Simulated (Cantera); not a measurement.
## Equilibrium for calcination and drying: MgSO₄ + H₂ + O₂

A closed system holds: 1 mol MgSO₄, 0.22 mol H₂, 0.14 mol O₂, at 1.00 Torr.

Equilibrium computed with Cantera from the NASA thermochemical tables; the gas is ideal and each condensed phase is pure. Candidate condensed phases: H₂O, H₂SO₄, Mg, MgO, Mg(OH)₂, MgS, MgSO₄, S; 26 gas species. Equilibrium is a limit: real reactors are often held back by kinetics, nucleation or transport.

From 673 K to 823 K the condensed part is MgSO₄(s). At 973 K the condensed part is MgO(s) + MgSO₄(s). From 1123 K to 2023 K the condensed part is MgO(s).

| T (K) | log p H₂O | log p SO₂ | log p O₂ | log p OH | log p O | log p SO₃ | log p SO | n MgSO₄(s) | n MgO(s) |
|---|---|---|---|---|---|---|---|---|---|
| 673 | -2.93 | -13.29 | -3.80 | -12.80 | <-14 | -12.43 | <-14 | 1.00 | 0 |
| 823 | -2.93 | -7.89 | -3.80 | -10.51 | -14.54 | -8.43 | <-14 | 1.000 | 0 |
| 973 | -2.96 | -4.22 | -3.75 | -8.92 | -12.04 | -5.70 | -14.50 | 0.987 | 0.0125 |
| 1123 | -3.77 | -3.12 | -3.40 | -8.08 | -10.06 | -5.12 | -11.41 | 0 | 1.00 |
| 1273 | -3.78 | -3.12 | -3.39 | -7.18 | -8.67 | -5.65 | -9.75 | 0 | 1.00 |
| 1423 | -3.78 | -3.12 | -3.39 | -6.48 | -7.57 | -6.06 | -8.44 | 0 | 1.00 |
| 1573 | -3.78 | -3.12 | -3.39 | -5.91 | -6.68 | -6.40 | -7.39 | 0 | 1.00 |
| 1723 | -3.78 | -3.12 | -3.40 | -5.44 | -5.94 | -6.67 | -6.52 | 0 | 1.000 |
| 1873 | -3.79 | -3.12 | -3.40 | -5.05 | -5.33 | -6.91 | -5.78 | 0 | 1.000 |
| 2023 | -3.82 | -3.13 | -3.41 | -4.73 | -4.80 | -7.11 | -5.16 | 0 | 0.999 |
log p: log10 of the partial pressure in bar; n: condensed amount in mol.
